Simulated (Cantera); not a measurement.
A perfectly stirred reactor is fed with NH3 : H2 = 1 : 0.49 (molar parts), at 1.00 bar; it is held at 1550 K, and followed from long to short residence time.

Detailed kinetics in Cantera: the gas-phase N/H chemistry of the illustrative SiF4/NH3 mechanism in the Surface Chemkin manual (1991). Walls and surfaces, which speed up NH3 decomposition in real reactors, are not modelled.

Problem. What does this change do: NH3 1 to 3.8 parts?

Solution. 
| quantity | before | after |
|---|---|---|
| x(NH3) at τ = 4.50 s | 0.552 | 0.681 |
| x(H2) at τ = 4.50 s | 0.412 | 0.264 |
| x(NH2) at τ = 4.50 s | 3.92e-5 | 4.84e-5 |
| x(NH) at τ = 4.50 s | 1.00e-7 | 1.22e-7 |
| x(H) at τ = 4.50 s | 1.27e-5 | 8.18e-6 |
| x(NH3) at τ = 0.110 s | 0.667 | 0.878 |
| x(H2) at τ = 0.110 s | 0.332 | 0.120 |
| x(NH2) at τ = 0.110 s | 4.57e-5 | 5.97e-5 |
| x(NH) at τ = 0.110 s | 1.12e-7 | 1.37e-7 |
| x(H) at τ = 0.110 s | 9.91e-6 | 3.55e-6 |

Problem. What does this change do: NH3 1 to 0.15 parts?

Solution. 
| quantity | before | after |
|---|---|---|
| x(NH3) at τ = 4.50 s | 0.552 | 0.220 |
| x(H2) at τ = 4.50 s | 0.412 | 0.774 |
| x(NH2) at τ = 4.50 s | 3.92e-5 | 1.58e-5 |
| x(NH) at τ = 4.50 s | 1.00e-7 | 4.14e-8 |
| x(H) at τ = 4.50 s | 1.27e-5 | 2.42e-5 |
| x(NH3) at τ = 0.110 s | 0.667 | 0.234 |
| x(H2) at τ = 0.110 s | 0.332 | 0.766 |
| x(NH2) at τ = 0.110 s | 4.57e-5 | 1.64e-5 |
| x(NH) at τ = 0.110 s | 1.12e-7 | 4.20e-8 |
| x(H) at τ = 0.110 s | 9.91e-6 | 2.34e-5 |
